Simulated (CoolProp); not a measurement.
Vapour-liquid equilibrium of CH2F2 (R32) (1) + propane (2) at 0.878 MPa; x and y are mole fractions of (1).

The numbers come from the multi-fluid Helmholtz-energy mixture model, Tillner-Roth 1997 and Lemmon 2009; pair parameters Bell 2016 in CoolProp.

Question: Give the bubble temperature and the first vapour's composition at x = 0.25, 0.45, 0.65. Is there an azeotrope?

Answer: x = 0.25: -3.2 °C, y = 0.549; x = 0.45: -5.7 °C, y = 0.611; x = 0.65: -6.1 °C, y = 0.644. y crosses x between x = 0.55 and 0.65: the model has an azeotrope there.

Pair parameters are fitted to limited data, so mixtures are less certain than the pure fluids. With so large a gap from Raoult's law the liquid may split in two, which this calculation doesn't test in full.
